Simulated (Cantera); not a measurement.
Input (Python, Cantera):

```python
import numpy as np
import cantera as ct

gas = ct.Solution("h2o2.yaml")
gas.TPX = 523, 610000, {'H2': 1, 'O2': 0.893, 'N2': 3.36, 'H2O': 0.49}
flame = ct.FreeFlame(gas, width=0.011)
flame.set_refine_criteria(ratio=3, slope=0.08, curve=0.16)
flame.transport_model = "mixture-averaged"
flame.solve(loglevel=0, auto=True)
z, T = flame.grid, flame.T
thick = (T[-1] - T[0]) / np.gradient(T, z).max()
show = ['H2', 'O2', 'H', 'H2O2', 'OH', 'O']
print(f"laminar burning velocity  {flame.velocity[0] * 100:.3f} cm/s")
print(f"burnt temperature         {T[-1]:.1f} K")
print(f"thermal thickness         {thick * 1e3:.4f} mm")
print(f"grid points               {len(z)}")
z0 = z[flame.heat_release_rate.argmax()]
print(f"{'z/mm':>9s}{'T/K':>9s}{'u/(m/s)':>9s}" + "".join(f"{s:>11s}" for s in show))
rows = []
for k in (-3, -2, -1.5, -1, -0.5, -0.25, 0, 0.25, 0.5, 1, 2, 4, 8):
    zz = z0 + k * thick
    rows.append([k * thick, np.interp(zz, z, T), np.interp(zz, z, flame.velocity),
                 *(np.interp(zz, z, flame.X[gas.species_index(s)]) for s in show)])
    print(f"{rows[-1][0] * 1e3:9.3f}{rows[-1][1]:9.1f}{rows[-1][2]:9.3f}" + "".join(f"{x:11.3e}" for x in rows[-1][3:]))
```

It prints:

```
laminar burning velocity  43.075 cm/s
burnt temperature         1759.3 K
thermal thickness         0.1095 mm
grid points               107
     z/mm      T/K  u/(m/s)         H2         O2          H       H2O2         OH          O
   -0.329    525.4    0.428  1.640e-01  1.573e-01  8.898e-17  5.761e-07  1.754e-16  7.962e-15
   -0.219    537.0    0.430  1.482e-01  1.597e-01  3.348e-15  5.203e-06  2.819e-14  1.052e-12
   -0.164    562.0    0.443  1.312e-01  1.614e-01  8.281e-14  1.859e-05  8.160e-13  2.102e-11
   -0.110    647.1    0.498  1.025e-01  1.606e-01  1.771e-11  7.647e-05  1.176e-10  1.444e-09
   -0.055    934.8    0.704  6.023e-02  1.448e-01  9.162e-07  2.740e-04  1.249e-06  1.618e-06
   -0.027   1213.0    0.909  3.641e-02  1.243e-01  8.393e-05  2.363e-04  1.237e-04  7.250e-05
    0.000   1491.1    1.118  1.605e-02  1.003e-01  4.673e-04  1.342e-05  1.109e-03  4.796e-04
    0.027   1643.4    1.233  5.798e-03  8.637e-02  4.473e-04  3.652e-06  2.350e-03  6.392e-04
    0.055   1706.2    1.280  2.309e-03  8.165e-02  2.156e-04  2.302e-06  2.496e-03  4.543e-04
    0.110   1743.6    1.307  5.845e-04  7.979e-02  4.099e-05  1.107e-06  1.741e-03  1.676e-04
    0.219   1755.8    1.316  1.079e-04  7.959e-02  4.396e-06  4.162e-07  9.226e-04  4.197e-05
    0.438   1758.8    1.318  2.456e-05  7.964e-02  7.218e-07  1.890e-07  5.436e-04  1.402e-05
    0.876   1759.3    1.319  1.529e-05  7.967e-02  4.159e-07  1.491e-07  4.559e-04  9.806e-06
```

Detailed kinetics in Cantera: the H2/O2 subset of GRI-Mech 3.0, which has no nitrogen chemistry. The hydrogen kinetics of GRI-Mech 3.0 are dated; newer H2 mechanisms differ, most at raised pressure. Burning velocities carry a grid error of a few per cent, more on coarse grids. Lean hydrogen flames are cellular in practice and burn faster than this planar one.
